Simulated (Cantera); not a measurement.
A freely propagating, adiabatic, planar premixed flame of H₂ : O₂ : N₂ = 1 : 0.227 : 0.855 (molar parts), equivalence ratio 2.2, unburnt at 350 K and 500000 Pa; mixture-averaged transport, grid criteria slope 0.08 and curve 0.16, no radiation.

Detailed kinetics in Cantera: the H2/O2 subset of GRI-Mech 3.0, which has no nitrogen chemistry. The hydrogen kinetics of GRI-Mech 3.0 are dated; newer H2 mechanisms differ, most at raised pressure. Burning velocities carry a grid error of a few per cent, more on coarse grids.

**Question.** What does this change do: 0.047 parts H2O added?

**Answer.** 
```tsv
quantity	before	after
laminar burning velocity	336 cm/s	302 cm/s
thermal thickness	0.0487 mm	0.0489 mm
peak x(OH)	0.00208	0.00190
peak x(H₂O₂)	0.000124	0.000130
peak x(H)	0.0372	0.0321
```
